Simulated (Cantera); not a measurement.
Formation from one mole of O2

Standard-state values (1 bar) from the NASA 1993 polynomials, evaluated with Cantera. Values are per mole of reaction as written; species without (g) are pure solids or liquids, kept so even where they would boil at 1 bar.

1.333 Ti + O2(g) → 0.6667 Ti2O3

```
T (K)  ΔH° (kJ)  ΔS° (J/K)  ΔG° (kJ)  log10 K
-----  --------  ---------  --------  -------
1248    -1001.0     -173.0    -785.1    32.86
1273    -1000.4     -172.5    -780.7    32.04
1298     -999.8     -172.1    -776.4    31.24
1323     -999.2     -171.6    -772.1    30.48
1348     -998.6     -171.2    -767.8    29.75
1373     -998.0     -170.8    -763.6    29.05
1398     -997.5     -170.4    -759.3    28.37
```

Nb + O2(g) → NbO2(g)

| T (K) | ΔH° (kJ) | ΔS° (J/K) | ΔG° (kJ) | log10 K |
|---|---|---|---|---|
| 1248 | -206.8 | 20.9 | -232.8 | 9.74 |
| 1273 | -207.0 | 20.7 | -233.3 | 9.57 |
| 1298 | -207.2 | 20.5 | -233.8 | 9.41 |
| 1323 | -207.4 | 20.4 | -234.4 | 9.25 |
| 1348 | -207.6 | 20.2 | -234.9 | 9.10 |
| 1373 | -207.8 | 20.0 | -235.4 | 8.95 |
| 1398 | -208.1 | 19.9 | -235.9 | 8.81 |

4 Li + O2(g) → 2 Li2O

| T (K) | ΔH° (kJ) | ΔS° (J/K) | ΔG° (kJ) | log10 K |
|---|---|---|---|---|
| 1248 | -1201.1 | -270.2 | -863.9 | 36.16 |
| 1273 | -1200.2 | -269.5 | -857.1 | 35.17 |
| 1298 | -1199.4 | -268.8 | -850.4 | 34.22 |
| 1323 | -1198.5 | -268.2 | -843.7 | 33.31 |
| 1348 | -1197.6 | -267.5 | -837.0 | 32.43 |
| 1373 | -1196.7 | -266.8 | -830.3 | 31.59 |
| 1398 | -1195.8 | -266.2 | -823.7 | 30.77 |
